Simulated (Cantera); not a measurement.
An isothermal, constant-pressure homogeneous reactor starts with 36.0 % CH₄, 36.0 % H₂O, 28.1 % H₂, at 1725 K and 760 Torr.

Computed with Cantera and GRI-Mech 3.0 (53 species, 325 reactions).

Predict: x(CH₄) at 4.00 s; x(H₂O) at 4.00 s; x(H₂) at 4.00 s; x(C₂H₆) at 4.00 s; x(OH) at 4.00 s; x(CH₃) at 4.00 s; x(CH₂) at 4.00 s.


* **x(CH₄) at 4.00 s**: 0.00924 (gas-phase equilibrium 0.000208)
* **x(H₂O) at 4.00 s**: 0.0342 (gas-phase equilibrium 0.000210)
* **x(H₂) at 4.00 s**: 0.760 (gas-phase equilibrium 0.790)
* **x(C₂H₆) at 4.00 s**: 7.34e-7 (gas-phase equilibrium 4.00e-10)
* **x(OH) at 4.00 s**: 4.01e-7 (gas-phase equilibrium 2.41e-9)
* **x(CH₃) at 4.00 s**: 3.99e-5 (gas-phase equilibrium 8.80e-7)
* **x(CH₂) at 4.00 s**: 1.03e-8 (gas-phase equilibrium 1.94e-10)
